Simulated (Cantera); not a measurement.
An isothermal, constant-pressure homogeneous reactor starts with 0.685 % H2, 99.3 % O2, equivalence ratio 0.0034, at 1473 K and 4.35 Torr.

Cantera simulation using GRI-Mech 3.0 (53 species, 325 reactions); the numbers are that mechanism's predictions, not measurements. Radical loss at walls, strong at low pressure, is not modelled.

x: mole fraction; the columns are a selection and need not sum to one.

```
t (s)        x H2   x O2       x H      x OH    x HO2    x H2O2
--------  -------  -----  --------  --------  -------  --------
5.00e-5   0.00685  0.993   4.99e-9   4.13e-9  9.04e-9    <1e-12
0.000146  0.00685  0.993   7.38e-9   2.04e-8  2.65e-8  3.25e-12
0.000429  0.00685  0.993   1.16e-8   8.30e-8  7.74e-8  2.59e-11
0.00126   0.00685  0.993   3.44e-8   4.28e-7  2.26e-7  1.82e-10
0.00368   0.00684  0.993         …         …        …  9.80e-10
0.0108    0.00144  0.988  0.000183   0.00194  1.56e-7   4.73e-9
0.0316    1.81e-5  0.986  0.000118   0.00106  9.47e-8   2.03e-9
0.0926    1.79e-5  0.987  0.000116   0.00105  9.40e-8   2.02e-9
0.271     1.72e-5  0.987  0.000109   0.00104  9.22e-8   1.99e-9
0.795     1.55e-5  0.987   9.29e-5  0.000983  8.72e-8   1.90e-9
2.33      1.17e-5  0.989   6.02e-5  0.000855  7.50e-8   1.67e-9
6.83      6.11e-6  0.991   2.22e-5  0.000618  5.27e-8   1.20e-9
20.0      1.88e-6  0.992   3.69e-6  0.000343  3.04e-8  5.89e-10
```

Problem. Complete the blanks.

Solution. 
- 0.00368, x H: 5.59e-7
- 0.00368, x OH: 8.32e-6
- 0.00368, x HO2: 6.46e-7
